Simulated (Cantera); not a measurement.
Predominance diagram of Sr at 975 K against the partial pressures of O₂ and Cl₂ (log10, bar). Source: NASA polynomial tables (part measured, part estimated), evaluated in Cantera. Candidates: Sr(s), SrCl₂(s), SrO(s). Only these pure phases compete in this equilibrium. Not in the tables: the peroxide, oxide halides.

Question: Which phase is stable at these pairs, and which metal-bearing vapour leads over it? (0, -3); (-14, -3); (-4, -12); (-20, 0); (-8, -1.5); (-4, -15); (-4, -1.5)

Answer: 
```tsv
log p(O₂)	log p(Cl₂)	phase	chief vapour	log p (bar)
0	-3	SrCl₂(s)	SrCl₂	-9.1
-14	-3	SrCl₂(s)	SrCl₂	-9.1
-4	-12	SrO(s)	SrCl₂	-9.4
-20	0	SrCl₂(s)	SrCl₂	-9.1
-8	-1.5	SrCl₂(s)	SrCl₂	-9.1
-4	-15	SrO(s)	SrCl₂	-12.4
-4	-1.5	SrCl₂(s)	SrCl₂	-9.1
```
